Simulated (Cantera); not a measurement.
# B + H2O + H2 (boron, boron nitride and boron oxide)

Feed: 1 mol B, 6.2 mol H2O, 6.6 mol H2, equilibrated at 1000 Pa.

Equilibrium computed with Cantera from the NASA thermochemical tables; the gas is ideal and each condensed phase is pure. Candidate condensed phases: B, B2O3, B3O3H3, H2O; 23 gas species. Gases not in the tables: H3BO3. Rates play no part.

From 1023 K to 1423 K the condensed part is B2O3(l). From 1623 K to 2423 K nothing is condensed.

```tsv
T (K)	x H2	x H2O	x H	x HBO2	x OH	n B2O3(l)
1023	0.633	0.366	3.29e-8	0.000254	5.02e-11	0.488
1223	0.631	0.362	2.39e-6	0.00690	1.24e-8	0.451
1423	0.611	0.321	5.19e-5	0.0668	5.92e-7	0.0497
1623	0.608	0.317	0.000539	0.0733	1.17e-5	0
1823	0.606	0.317	0.00337	0.0721	0.000123	0
2023	0.596	0.315	0.0147	0.0699	0.000807	0
2223	0.569	0.308	0.0483	0.0654	0.00378	0
2423	0.507	0.284	0.126	0.0557	0.0134	0
```
x: gas mole fraction; n: condensed amount in mol.
